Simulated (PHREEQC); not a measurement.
A made-up water analysis in mg/L, 25 °C, pH 6.26, pe 8.7:

```tsv
constituent	mg/L
Na	3.98
K	8.22
Ca	8.64
Mg	3.2
Cl	4.4
S(6) as SO4	17
Alkalinity as HCO3	39
N(5) as NO3	0.258
Cd	0.0868
```

Valence states are taken as typed.

Computed with PHREEQC (ion-association model, wateq4f.dat).

This is a speciation only: nothing precipitates in the calculation.

**Question.** Predict the charge-balance error.

**Answer.** charge-balance error -1.9 %.

**Question.** In which forms is Ca present?

**Answer.** Ca+2 97 %, CaSO4 2.3 %, CaHCO3+ 0.7 % of the Ca.
